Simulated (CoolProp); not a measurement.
Octamethyltrisiloxane (MDM) along the isobar 0.677 MPa: fugacity coefficient from the reference equation and from simpler models built on Tc = 565.4 K, pc = 1.438 MPa, ω = 0.528; each cubic takes its own stable root.

Model: reference Helmholtz-energy equation of state, Thol 2017, in CoolProp.

```json
[
 {"T (K)": "511.2", "phase": "liquid", "reference": "0.7190"},
 {"T (K)": "522.8", "phase": "gas", "reference": "0.7869"},
 {"T (K)": "528.6", "phase": "gas", "reference": "0.7964"},
 {"T (K)": "534.4", "phase": "gas", "reference": "0.8052"},
 {"T (K)": "540.2", "phase": "gas", "reference": "0.8135"},
 {"T (K)": "546", "phase": "gas", "reference": "0.8214"},
 {"T (K)": "551.8", "phase": "gas", "reference": "0.8288"},
 {"T (K)": "557.6", "phase": "gas", "reference": "0.8358"},
 {"T (K)": "563.4", "phase": "gas", "reference": "0.8425"},
 {"T (K)": "569.2", "phase": "gas", "reference": "0.8488"},
 {"T (K)": "575", "phase": "gas", "reference": "0.8548"}
]
```

Problem. How far does each simpler model (van der Waals, Soave-Redlich-Kwong, Peng-Robinson) lie from the reference over these 11 states: mean and median of the absolute difference, and the worst?

Solution. 
- van der Waals: mean 4.3 %, median 3.3 %, worst +14.3 % at 511.2 K and 0.677 MPa
- Soave-Redlich-Kwong: mean 0.2 %, median 0.1 %, worst +1.3 % at 511.2 K and 0.677 MPa
- Peng-Robinson: mean 1.8 %, median 1.8 %, worst -1.9 % at 557.6 K and 0.677 MPa

At some of these states van der Waals gives the other phase, because its saturation line lies elsewhere.
